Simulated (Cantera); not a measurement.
What does this Cantera script print?

```python
import numpy as np
import cantera as ct

gas_names = [...]  # 92 gases of nasa_gas.yaml made of C, H, N
cond_names = """
    C(gr) C6H6(L) C7H8(L) C8H18(L),n-octa
""".split()


# ... load() reads the species with a 1 bar reference pressure and builds the phases ...
atoms = {
    'C6H6': {'C': 6, 'H': 6},
    'NH3': {'N': 1, 'H': 3},
    'N2': {'N': 2},
}
top_T = {'C(gr)': 4500}  # K; cautious upper limits of use, not melting points


# ... equilibrate(T, P, feed) seeds the gas with the atoms and calls Mixture.equilibrate('TP', solver="vcs", rtol=1e-11, max_steps=5000) ...
results = []
feed = {'C6H6': 1, 'NH3': 0.05, 'N2': 0.2}  # mol
P = 400  # Pa
for T in [1225, 1375, 1525, 1675, 1825, 1975, 2125, 2275, 2425, 2575]:
    mix = equilibrate(T, P, feed)
    results.append((T, P, feed, dict(zip(mix.species_names, mix.species_moles))))

top = {s: max(r[3][s] / sum(r[3][g] for g in gas_names) for r in results) for s in gas_names}
cols = sorted((s for s in top if top[s] > 1e-05), key=lambda s: -top[s])[:5]
seen = [c for c in cond_names if any(r[3].get(c, 0) > 1e-12 for r in results)]
print("log10 of partial pressures in bar; condensed amounts in mol")
print(f"{'T/K':>10s}" + "".join(f"{s[:9]:>10s}" for s in cols + seen))
for T, P, feed, n in results:
    ng = sum(n[g] for g in gas_names)
    print(f"{T:10.4g}" + "".join(f"{np.log10(max(n[s] / ng * P / 1e5, 1e-99)):10.3f}" for s in cols)
          + "".join(f"{n.get(c, 0):10.4g}" for c in seen))
```

Result:

```
log10 of partial pressures in bar; condensed amounts in mol
       T/K        H2         H        N2       HCN C2H2,acet     C(gr)
      1225    -2.429    -7.721    -3.564    -7.006    -9.218         6
      1375    -2.429    -6.679    -3.565    -6.391    -8.179         6
      1525    -2.429    -5.840    -3.565    -5.898    -7.346     5.999
      1675    -2.430    -5.150    -3.567    -5.495    -6.666     5.997
      1825    -2.432    -4.572    -3.571    -5.161    -6.100     5.993
      1975    -2.439    -4.083    -3.580    -4.884    -5.627     5.985
      2125    -2.456    -3.668    -3.596    -4.656    -5.231      5.97
      2275    -2.491    -3.316    -3.623    -4.476    -4.910     5.946
      2425    -2.558    -3.026    -3.667    -4.346    -4.665      5.91
      2575    -2.674    -2.797    -3.729    -4.272    -4.506      5.86
```

Cantera equilibrium calculation (NASA polynomials, part measured and part estimated; ideal gas, pure solids and liquids).
